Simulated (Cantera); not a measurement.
A perfectly stirred reactor is fed with H2 : O2 = 0.28 : 1 (molar parts), equivalence ratio 0.14, at 0.0263 atm; it is held at 1400 K, and followed from long to short residence time.

Detailed kinetics in Cantera: GRI-Mech 3.0 (53 species, 325 reactions). Radical loss at walls, strong at low pressure, is not modelled. The temperature is held fixed by assumption; the heat of reaction is taken as removed at once.

Question: Predict: x(H2) at τ = 15.0 s; x(O2) at τ = 15.0 s; x(HO2) at τ = 15.0 s; x(O) at τ = 15.0 s; x(H2O2) at τ = 15.0 s; x(H2) at τ = 30.0 ms; x(O2) at τ = 30.0 ms; x(HO2) at τ = 30.0 ms; x(O) at τ = 30.0 ms; x(H2O2) at τ = 30.0 ms.

Answer: 
```json
{
 "x(H2) at τ = 15.0 s": "6.60e-5",
 "x(O2) at τ = 15.0 s": "0.754",
 "x(HO2) at τ = 15.0 s": "8.19e-7",
 "x(O) at τ = 15.0 s": "0.000333",
 "x(H2O2) at τ = 15.0 s": "5.82e-8",
 "x(H2) at τ = 30.0 ms": "0.00364",
 "x(O2) at τ = 30.0 ms": "0.731",
 "x(HO2) at τ = 30.0 ms": "1.06e-5",
 "x(O) at τ = 30.0 ms": "0.0200",
 "x(H2O2) at τ = 30.0 ms": "4.15e-7"
}
```
